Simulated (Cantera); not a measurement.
What does this Cantera script print?

```python
import numpy as np
import cantera as ct

gas_names = """
    C CO COS CO2 CS CS2 C2 C2O C3 C3O2 C4 C5 Ca CaO CaS Ca2 O O2 O3 S SO SO2 SO3 S2 S2O S8
""".split()
cond_names = """
    C(gr) Ca(a) Ca(b) Ca(L) CaCO3(caL) CaO(s) CaO(L) CaS(s) CaSO4(s) S(cr1) S(cr2) S(L)
""".split()


# ... load() reads the species with a 1 bar reference pressure and builds the phases ...
atoms = {
    'CaS': {'Ca': 1, 'S': 1},
    'O2': {'O': 2},
    'CO2': {'C': 1, 'O': 2},
}
top_T = {'C(gr)': 4500, 'CaS(s)': 2750, 'CaSO4(s)': 1730}  # K; cautious upper limits of use, not melting points


# ... equilibrate(T, P, feed) seeds the gas with the atoms and calls Mixture.equilibrate('TP', solver="gibbs", rtol=1e-10, max_steps=50000) ...
results = []
T = 1723  # K
P = 8000  # Pa
for m in [0.33, 0.44, 0.59, 0.79, 1.1, 1.4, 1.9, 2.5, 3.4]:
    feed = {'CaS': 1, 'O2': m, 'CO2': 1.2}  # mol
    mix = equilibrate(T, P, feed)
    results.append((T, P, feed, dict(zip(mix.species_names, mix.species_moles))))

top = {s: max(r[3][s] / sum(r[3][g] for g in gas_names) for r in results) for s in gas_names}
cols = sorted((s for s in top if top[s] > 0.001), key=lambda s: -top[s])[:8]
seen = [c for c in cond_names if any(r[3].get(c, 0) > 1e-12 for r in results)]
print("log10 of partial pressures in bar; condensed amounts in mol")
print(f"{'n(O2)':>10s}" + "".join(f"{s[:9]:>10s}" for s in cols + seen))
for T, P, feed, n in results:
    ng = sum(n[g] for g in gas_names)
    print(f"{feed['O2']:10.4g}" + "".join(f"{np.log10(max(n[s] / ng * P / 1e5, 1e-99)):10.3f}" for s in cols)
          + "".join(f"{n.get(c, 0):10.4g}" for c in seen))
```

Output:

```
log10 of partial pressures in bar; condensed amounts in mol
     n(O2)       CO2        O2       SO2        CO        S2        SO       S2O    CaO(s)    CaS(s)
      0.33    -1.436    -7.701    -1.799    -1.634    -2.495    -3.043    -4.090    0.4696    0.5304
      0.44    -1.448    -7.663    -1.742    -1.666    -2.457    -3.005    -4.033    0.5521    0.4479
      0.59    -1.466    -7.621    -1.680    -1.704    -2.416    -2.963    -3.971    0.6655    0.3345
      0.79    -1.490    -7.579    -1.616    -1.749    -2.373    -2.921    -3.907    0.8178    0.1822
       1.1    -1.510    -7.451    -1.530    -1.833    -2.458    -2.899    -3.928         1         0
       1.4    -1.428    -6.560    -1.448    -2.197    -4.074    -3.262    -5.099         1         0
       1.9    -1.433    -1.910    -1.513    -4.527   -13.504    -5.652   -12.203         1         0
       2.5    -1.523    -1.602    -1.603    -4.771   -14.300    -5.896   -12.846         1         0
       3.4    -1.631    -1.431    -1.711    -4.964   -14.858    -6.089   -13.318         1         0
```

Cantera equilibrium calculation (NASA polynomials, part measured and part estimated; ideal gas, pure solids and liquids). Mutual solubility and eutectic melting of coexisting phases are not modelled.
